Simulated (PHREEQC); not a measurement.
Consider water at 25 °C with 0.38 mol/kgw ZnSO4, 0.0023 mol/kgw CaCl2, 0.0094 mol/kgw H2SO4 and 0.047 mol/kgw NaCl. Closed to the air; pH follows from the charge balance.

Model: ion-association model, phreeqc.dat, run in PHREEQC.

No solid was allowed to form.

### Question
Order these S species by the share of S that they hold, largest first: SO4-2, NaSO4-, Zn(SO4)2-2, HSO4-, ZnSO4.

### Answer
Zn(SO4)2-2 (35 %), ZnSO4 (32 %), SO4-2 (28 %), HSO4- (3.1 %), NaSO4- (1.1 %)

### Question
Order these Zn species by the share of Zn that they hold, largest first: ZnSO4, Zn+2, ZnCl+, Zn(SO4)2-2.

### Answer
Zn+2 (48 %), ZnSO4 (33 %), Zn(SO4)2-2 (18 %), ZnCl+ (1.1 %)

The pH is 2.30 and the ionic strength 0.786 mol/kgw. Ionic strength above about 0.7 mol/kgw puts this run outside the model's range. Species that the database lacks are ignored.
